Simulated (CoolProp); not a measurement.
Computed with CoolProp (reference Helmholtz-energy equation of state, Lemmon 2006). It is a short technical equation, of lower accuracy than the large ones.

**Question.** For nitrous oxide, give the phase and the speed of sound (m/s) at 476.6 K and 1020 kPa; 476.6 K and 4300 kPa.

**Answer.** 
- 476.6 K and 1020 kPa: gas; speed of sound 331
- 476.6 K and 4300 kPa: gas; speed of sound 326
